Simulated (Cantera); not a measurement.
Fe(CO)5 + CO + H2 (iron carbonyl, mercury and lead vapours)

A closed system holds: 1 mol Fe(CO)5, 0.48 mol CO, 16 mol H2, held at 1323 K.

Method: chemical equilibrium by Gibbs-energy minimisation in Cantera with the NASA 1993 tables (ideal gas, pure condensed phases). Candidate condensed phases: C, C6H6, C7H8, C8H18, Fe, Fe(CO)5, FeO, Fe(OH)2, Fe(OH)3, Fe2O3, Fe3O4, H2O; 114 gas species. The numbers say what is thermodynamically allowed, not how fast it happens.

```
P (Pa)    x H2   x CO     x CH4     x H2O     x CO2       x H      x Fe  n Fe(γ)
-------  -----  -----  --------  --------  --------  --------  --------  -------
10       0.745  0.255   1.61e-7   3.26e-7   6.02e-8  0.000137   2.08e-5    1.000
68       0.745  0.255   1.50e-6   1.62e-6   2.99e-7   5.25e-5   3.06e-6    1.000
460      0.745  0.255   1.12e-5   9.91e-6   1.83e-6   2.02e-5   4.52e-7    1.000
3200     0.745  0.255   7.95e-5   6.76e-5   1.25e-5   7.65e-6   6.49e-8    1.000
22000    0.744  0.255  0.000547  0.000463   8.54e-5   2.92e-6   9.44e-9     1.00
150000   0.740  0.253   0.00369   0.00311  0.000573   1.11e-6   1.39e-9     1.00
1000000  0.714  0.241    0.0227    0.0192   0.00349   4.24e-7  2.08e-10     1.00
```
x: gas mole fraction; n: condensed amount in mol.

From 10.0 Pa to 1000000 Pa the condensed part is Fe(γ).
